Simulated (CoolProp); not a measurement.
A simple Rankine cycle with hydrogen sulfide: condensing at 313.15 K, boiler at 7.15 MPa, turbine inlet 374.8 K, turbine efficiency 0.8, pump efficiency 0.8, no recuperator. Each further row changes one setting.

Values from CoolProp's reference Helmholtz-energy equation of state, Lemmon 2006. It is a short technical equation, of lower accuracy than the large ones.

```tsv
case	thermal efficiency (%)	net work (kJ/kg)	heat in (kJ/kg)	turbine exit temperature (K)	volume ratio over the turbine
as stated	8.5	?	383	313.2	2.30
turbine inlet 394.8 K	9.2	39.0	425	316.1	2.14
condensing temperature 305.15 K	9.9	39.8	401	305.2	?
boiler pressure 5 MPa	6.1	26.3	432	?	1.59
turbine efficiency 0.7	7.2	27.7	383	313.2	2.33
```

### Question
Fill in the missing entries.

### Answer

- as stated, net work (kJ/kg): 32.7
- condensing temperature 305.15 K, volume ratio over the turbine: 2.74
- boiler pressure 5 MPa, turbine exit temperature (K): 328.5

The expansion ends wet for: as stated; condensing temperature 305.15 K; turbine efficiency 0.7.
